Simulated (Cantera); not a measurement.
A freely propagating, adiabatic, planar premixed flame of H2 : O2 : N2 = 1 : 0.769 : 2.89 (molar parts), equivalence ratio 0.65, unburnt at 350 K and 2480 Torr; mixture-averaged transport, grid criteria slope 0.08 and curve 0.16, no radiation.

Detailed kinetics in Cantera: the H2/O2 subset of GRI-Mech 3.0, which has no nitrogen chemistry. The hydrogen kinetics of GRI-Mech 3.0 are dated; newer H2 mechanisms differ, most at raised pressure. Burning velocities carry a grid error of a few per cent, more on coarse grids. Lean hydrogen flames are cellular in practice and burn faster than this planar one.

Predict: laminar burning velocity; thermal thickness; peak x(OH); peak x(O); peak x(HO2).


* **laminar burning velocity**: 88.5 cm/s
* **thermal thickness**: 0.104 mm
* **peak x(OH)**: 0.00699
* **peak x(O)**: 0.00372
* **peak x(HO2)**: 0.000660
